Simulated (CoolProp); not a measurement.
A simple Rankine cycle with R1336mzz(Z): condensing at 302.15 K, boiler at 0.466 MPa, turbine inlet 361.3 K, turbine efficiency 0.75, pump efficiency 0.6, no recuperator. Each further row changes one setting.

Computed with CoolProp (reference Helmholtz-energy equation of state, McLinden 2020).

| case | thermal efficiency (%) | net work (kJ/kg) | heat in (kJ/kg) | turbine exit temperature (K) | volume ratio over the turbine |
|---|---|---|---|---|---|
| as stated | 9.3 | 19.8 | 213 | 331.3 | 5.60 |
| turbine inlet 381.3 K | 9.2 | 21.4 | 234 | 352.1 | 5.49 |
| condensing temperature 294.15 K | 10.6 | 23.5 | 223 | 326.7 | 7.61 |
| boiler pressure 0.326 MPa | 7.5 | 16.3 | 216 | 338.8 | 3.81 |
| turbine efficiency 0.65 | 8.1 | 17.1 | 213 | 334.2 | 5.65 |
